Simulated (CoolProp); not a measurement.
Vapour-liquid equilibrium of R142b (1) + R113 (2) at 0.586 bar; x and y are mole fractions of (1).

Computed with CoolProp (multi-fluid Helmholtz-energy mixture model, Lemmon 2006 and Marx 1992; pair parameters Bell 2016).

Question: Give the bubble temperature and the first vapour's composition at x = 0.05, 0.2, 0.65. Is there an azeotrope?

Answer: x = 0.05: 295.6 K, y = 0.336; x = 0.2: 277.9 K, y = 0.732; x = 0.65: 258.6 K, y = 0.947. No azeotrope shows between x = 0.05 and 0.95.

The pair parameters rest on a limited set of measurements; away from them the model extrapolates.
